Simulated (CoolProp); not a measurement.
Vapour-liquid equilibrium of R1234yf (1) + isobutane (2) at 266.5 K; x and y are mole fractions of (1).

Values from CoolProp's multi-fluid Helmholtz-energy mixture model, Lemmon 2022 and Bücker 2006; pair parameters Bell 2016.

```json
[
 {"x": "0.05", "bubble pressure (kPa)": "151.4", "y at the bubble point": "0.216", "dew pressure at overall composition x (kPa)": "128.8", "liquid density (mol/L)": "10.11"},
 {"x": "0.2", "bubble pressure (kPa)": "202.6", "y at the bubble point": "0.473", "dew pressure at overall composition x (kPa)": "149.0", "liquid density (mol/L)": "10.09"},
 {"x": "0.35", "bubble pressure (kPa)": "227.8", "y at the bubble point": "0.577", "dew pressure at overall composition x (kPa)": "175.4", "liquid density (mol/L)": "10.09"},
 {"x": "0.5", "bubble pressure (kPa)": "242.4", "y at the bubble point": "0.649", "dew pressure at overall composition x (kPa)": "209.1", "liquid density (mol/L)": "10.12"},
 {"x": "0.65", "bubble pressure (kPa)": "251.9", "y at the bubble point": "0.719", "dew pressure at overall composition x (kPa)": "242.6", "liquid density (mol/L)": "10.19"},
 {"x": "0.8", "bubble pressure (kPa)": "256.6", "y at the bubble point": "0.809", "dew pressure at overall composition x (kPa)": "256.4", "liquid density (mol/L)": "10.29"},
 {"x": "0.95", "bubble pressure (kPa)": "253.9", "y at the bubble point": "0.940", "dew pressure at overall composition x (kPa)": "253.4", "liquid density (mol/L)": "10.44"}
]
```

y crosses x between x = 0.8 and 0.95: the model has an azeotrope there.

Pair parameters are fitted to limited data, so mixtures are less certain than the pure fluids.
